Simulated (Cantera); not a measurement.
**Premixed flame**

A freely propagating, adiabatic, planar premixed flame of 11.1 % CH4, 17.1 % O2, 71.8 % N2, equivalence ratio 1.3, unburnt at 625 K and 75000 Pa; unity-Lewis-number transport, grid criteria slope 0.08 and curve 0.16, no radiation.

Cantera simulation using GRI-Mech 3.0 (53 species, 325 reactions); the numbers are that mechanism's predictions, not measurements. Unity Lewis numbers drop preferential diffusion, which matters most where H2 and H carry the flame. Burning velocities carry a grid error of a few per cent, more on coarse grids.

```tsv
z (mm)	T (K)	u (m/s)	x CH4	x O2	x NO	x H2	x O	x CH2O
-2.14	626	0.604	0.111	0.171	2.88e-8	3.12e-5	<1e-8	1.03e-6
-1.43	634	0.612	0.110	0.170	2.73e-7	0.000295	<1e-8	9.74e-6
-1.07	660	0.638	0.108	0.167	1.12e-6	0.00120	<1e-8	3.93e-5
-0.713	784	0.761	0.0982	0.154	5.27e-6	0.00546	1.11e-8	0.000175
-0.356	1210	1.20	0.0613	0.105	2.16e-5	0.0211	2.78e-6	0.000582
-0.178	1575	1.59	0.0289	0.0617	3.72e-5	0.0348	5.17e-5	0.000663
0	1909	1.96	0.00408	0.0203	5.92e-5	0.0430	0.000444	0.000279
0.178	2020	2.08	0.000121	0.00508	8.70e-5	0.0397	0.00108	2.27e-5
0.356	2044	2.10	2.58e-6	0.00248	0.000103	0.0393	0.00116	7.13e-7
0.713	2071	2.12	<1e-8	0.00162	0.000114	0.0400	0.000912	<1e-8
1.43	2103	2.15	<1e-8	0.00103	0.000120	0.0399	0.000578	<1e-8
2.85	2135	2.18	<1e-8	0.000528	0.000124	0.0396	0.000289	<1e-8
5.70	2160	2.20	<1e-8	0.000220	0.000127	0.0394	0.000119	<1e-8
```
x: mole fraction of selected species; z is measured from the peak of heat release.

```yaml
laminar_burning_velocity: 60.3 cm/s
thermal_thickness: 0.713 mm
peak x(H2): 0.0430
peak x(O): 0.00119
peak x(CH2O): 0.000686
grid_points: 140
```
